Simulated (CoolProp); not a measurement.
Model: reference Helmholtz-energy equation of state, Thol 2016, in CoolProp.

### Question
For R1234ze(E), give the phase and the expansivity (1/kK), conductivity (mW/(m K)) at 391.8 K and 0.341 MPa; 391.8 K and 4.09 MPa; 391.8 K and 5.45 MPa.

### Answer
- 391.8 K and 0.341 MPa: gas; expansivity 2.85, conductivity 21.6
- 391.8 K and 4.09 MPa: supercritical; expansivity 61.8, conductivity 41.7
- 391.8 K and 5.45 MPa: supercritical; expansivity 15.7, conductivity 50.7

Thermal conductivity comes from a separate model (Perkins 2011).
